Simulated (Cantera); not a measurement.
Input: 1 mol SiCl4, 1.2 mol NH3, 31 mol H2, at 0.870 bar.

Cantera equilibrium calculation (NASA polynomials, part measured and part estimated; ideal gas, pure solids and liquids). Candidate condensed phases: NH4Cl, Si, Si3N4; 28 gas species. The numbers say what is thermodynamically allowed, not how fast it happens. All values below are at 923 K.

Base state: H2 0.897, HCl 0.0975, SiCl4 0.00435, N2 0.00106, SiHCl3 0.000143, NH3 2.43e-5 (mole fractions); condensed: Si3N4(s).

Problem. What changes in the equilibrium state with this change: H2 from 31 to 17 mol?

Solution. 
```csv
species,before,after
H2,0.897,0.835
HCl,0.0975,0.149
SiCl4,0.00435,0.0110
N2,0.00106,0.00420
NH3,2.43e-5,4.35e-5
"Si3N4(s), mol",0.281,0.256
```
